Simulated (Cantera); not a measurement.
Input (Python, Cantera) and output of one run.

```python
import numpy as np
import cantera as ct

gas_names = [...]  # 113 gases of nasa_gas.yaml made of C, H, O, Ta
cond_names = """
    C(gr) C6H6(L) C7H8(L) C8H18(L),n-octa H2O(s) H2O(L) Ta(cr) Ta(L) TaC(s) TaC(L) Ta2O5(s) Ta2O5(L)
""".split()


# ... load() reads the species with a 1 bar reference pressure and builds the phases ...
atoms = {
    'Ta2O5': {'Ta': 2, 'O': 5},
    'C': {'C': 1},
    'H2': {'H': 2},
}
top_T = {'C(gr)': 4500}  # K; cautious upper limits of use, not melting points


# ... equilibrate(T, P, feed) seeds the gas with the atoms and calls Mixture.equilibrate('TP', solver="vcs", rtol=1e-11, max_steps=5000) ...
results = []
feed = {'Ta2O5': 1, 'C': 6.1, 'H2': 5.7}  # mol
T = 1373.15  # K
P = 60000  # Pa
mix = equilibrate(T, P, feed)
results.append((T, P, feed, dict(zip(mix.species_names, mix.species_moles))))
x = sorted(zip(gas.X, gas.species_names), reverse=True)
print(f"T = {T:g} K  P = {P:g} Pa  gas = {mix.phase_moles(0):.4g} mol")
print("   x: " + "  ".join(f"{s} {v:.3e}" for v, s in x if v > 0.0001))
print("   condensed (mol): " + ("  ".join(f"{mix.phase(i).name} {mix.phase_moles(i):.4g}"
      for i in range(1, mix.n_phases) if mix.phase_moles(i) > 1e-12) or "none"))
```

It prints:

```
T = 1373.15 K  P = 60000 Pa  gas = 10.04 mol
   x: H2 5.651e-01  CO 4.323e-01  H2O 1.665e-03  CO2 6.183e-04  CH4 3.966e-04
   condensed (mol): TaC(s) 1.748  Ta2O5(s) 0.1259
```

Method: chemical equilibrium by Gibbs-energy minimisation in Cantera with the NASA 1993 tables (ideal gas, pure condensed phases). Mutual solubility and eutectic melting of coexisting phases are not modelled. TaC: taken at fixed stoichiometry. Condensed phases not in the tables: Ta2C.
